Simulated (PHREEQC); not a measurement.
Solution (25 °C): 9.8 mmol/kgw BaCl2, 0.0032 mmol/kgw CO2 and 1.3 mmol/kgw KCl. Closed to the air; pH follows from the charge balance.

The numbers come from PHREEQC with the ion-association model, wateq4f.dat.

No solid was allowed to form.

Question: What pH does the model give?

Answer: pH 6.00.

Question: In which forms is C present?

Answer: CO2 65 %, HCO3- 34 %, BaHCO3+ 1.7 % of the C.

Species that the database lacks are ignored.
